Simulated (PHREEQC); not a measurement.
A solution holds 51 mmol/kgw Cu(NO3)2, 82 mmol/kgw HCl and 130 mmol/kgw KCl, at 25 °C. Closed to the air; pH follows from the charge balance.

The numbers come from PHREEQC with the ion-association model, phreeqc.dat.

```
quantity             before  after
-------------------  ------  -----
pH                     1.20   1.48
SI of Sylvite (KCl)   -2.82  -3.35
```

Task: Which change was made?
A. Cu(NO3)2 from 0.051 to 0.102 mol/kgw
B. Cu(NO3)2 left out
C. diluted 2-fold with water
D. diluted 100-fold with water
E. diluted 5-fold with water

Result: C, diluted 2-fold with water

No solid was allowed to form.
